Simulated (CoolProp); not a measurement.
Saturation properties of acetone (Tc = 235.0 °C, pc = 4692 kPa, ω = 0.307).

The numbers come from the reference Helmholtz-energy equation of state, Lemmon 2006 in CoolProp. It is a short technical equation, of lower accuracy than the large ones.

```
T (°C)  p (kPa)  liquid density (kg/m³)  vapour density (kg/m³)  enthalpy of vaporisation (kJ/kg)  surface tension (mN/m)
------  -------  ----------------------  ----------------------  --------------------------------  ----------------------
125.55    685.6                   657.9                   14.40                             412.7                    10.7
128.65    734.1                   653.2                   15.44                             408.0                    10.3
131.85    786.8                   648.4                   16.57                             403.0                    9.95
134.95    840.6                   643.6                   17.73                             398.1                    9.61
138.15    899.0                   638.6                   19.01                             392.9                    9.25
141.25    958.4                   633.6                   20.32                             387.7                    8.91
144.45     1023                   628.5                   21.76                             382.3                    8.55
147.55     1088                   623.3                   23.24                             376.9                    8.22
150.75     1159                   618.0                   24.86                             371.2                    7.87
153.85     1231                   612.6                   26.52                             365.6                    7.53
157.05     1309                   607.1                   28.35                             359.6                    7.19
160.15     1388                   601.5                   30.23                             353.7                    6.86
163.35     1473                   595.7                   32.30                             347.4                    6.52
166.45     1559                   589.9                   34.43                             341.1                    6.19
169.65     1652                   583.8                   36.78                             334.4                    5.86
```

It boils at 56.1 °C under 1 atm.

Surface tension comes from a separate correlation (Mulero 2012).
